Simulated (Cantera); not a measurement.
**Adiabatic ignition**

An adiabatic, constant-pressure homogeneous reactor starts with 15.3 % H2, 17.7 % O2, 66.8 % N2, 0.135 % NO, at 1350 K and 4.60 bar.

Model: GRI-Mech 3.0 (53 species, 325 reactions), integrated in Cantera. The hydrogen kinetics of GRI-Mech 3.0 are dated; newer H2 mechanisms differ, most at raised pressure. The mechanism lacks 2 NO + O2 → 2 NO2 and HONO, so NO2 and the effect of NO are under-described below about 1400 K.

| t (s) | T (K) | x H2 | x O2 | x NO | x H2O2 | x NO2 | x N2O |
|---|---|---|---|---|---|---|---|
| 4.00e-6 | 1352 | 0.152 | 0.177 | 0.00134 | 1.61e-6 | 6.12e-6 | 8.01e-8 |
| 1.55e-5 | 2310 | 0.00299 | 0.105 | 0.00149 | 6.63e-7 | 2.63e-6 | 1.61e-6 |
| 5.99e-5 | 2383 | 0.000772 | 0.107 | 0.00153 | 6.09e-7 | 2.38e-6 | 1.36e-6 |
| 0.000232 | 2384 | 0.000759 | 0.107 | 0.00163 | 6.11e-7 | 2.52e-6 | 1.34e-6 |
| 0.000896 | 2383 | 0.000757 | 0.107 | 0.00201 | 6.09e-7 | 3.10e-6 | 1.33e-6 |
| 0.00346 | 2380 | 0.000749 | 0.106 | 0.00336 | 6.04e-7 | 5.18e-6 | 1.33e-6 |
| 0.0134 | 2373 | 0.000727 | 0.104 | 0.00717 | 5.89e-7 | 1.11e-5 | 1.33e-6 |
| 0.0518 | 2365 | 0.000703 | 0.102 | 0.0115 | 5.72e-7 | 1.77e-5 | 1.35e-6 |
| 0.200 | 2364 | 0.000700 | 0.102 | 0.0119 | 5.71e-7 | 1.84e-5 | 1.35e-6 |
| 0.776 | 2364 | 0.000700 | 0.102 | 0.0119 | 5.71e-7 | 1.84e-5 | 1.35e-6 |
| 3.00 | 2364 | 0.000700 | 0.102 | 0.0119 | 5.71e-7 | 1.84e-5 | 1.35e-6 |
x: mole fraction; the columns are a selection and need not sum to one.

```
Quantity                                                              Result
---------------------------------  -----------------------------------------
time of steepest temperature rise                                    5.99 µs
temperature at 3.00 s                                                 2364 K
equilibrium temperature                                               2364 K
x(H2) at 3.00 s                    0.000700 (gas-phase equilibrium 0.000700)
x(O2) at 3.00 s                          0.102 (gas-phase equilibrium 0.102)
x(NO) at 3.00 s                        0.0119 (gas-phase equilibrium 0.0119)
```
